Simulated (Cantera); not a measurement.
A perfectly stirred reactor is fed with 14.1 % NH3, 85.9 % N2, at 33.0 Torr; it is held at 1875 K, and followed from long to short residence time.

Detailed kinetics in Cantera: the gas-phase N/H chemistry of the illustrative SiF4/NH3 mechanism in the Surface Chemkin manual (1991). Walls and surfaces, which speed up NH3 decomposition in real reactors, are not modelled.

Q: Predict: x(NH3) at τ = 7.70 s; x(N2) at τ = 7.70 s; x(H) at τ = 7.70 s; x(N) at τ = 7.70 s; x(NH3) at τ = 0.130 s; x(N2) at τ = 0.130 s; x(H) at τ = 0.130 s; x(N) at τ = 0.130 s; x(N2H4) at τ = 0.130 s.

A: 
| Property | Result |
|---|---|
| x(NH3) at τ = 7.70 s | 0.0290 |
| x(N2) at τ = 7.70 s | 0.824 |
| x(H) at τ = 7.70 s | 0.000156 |
| x(N) at τ = 7.70 s | 5.58e-7 |
| x(NH3) at τ = 0.130 s | 0.130 |
| x(N2) at τ = 0.130 s | 0.856 |
| x(H) at τ = 0.130 s | 1.33e-5 |
| x(N) at τ = 0.130 s | 2.03e-7 |
| x(N2H4) at τ = 0.130 s | 5.76e-9 |
